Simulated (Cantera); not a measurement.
Charge: 1 mol Fe2O3, 2.8 mol SO2, 0.039 mol O2, equilibrated at 10.0 mbar.

Method: chemical equilibrium by Gibbs-energy minimisation in Cantera with the NASA 1993 tables (ideal gas, pure condensed phases). Candidate condensed phases: Fe, FeO, FeS, FeSO4, FeS2, Fe2O3, Fe2(SO4)3, Fe3O4, S; 12 gas species. Rates play no part.

At 1073 K, list the 3 most abundant gas species with their mole fractions, and the condensed phases.

SO2 0.982, O2 0.00983, SO3 0.00792. Condensed: Fe2O3(s).
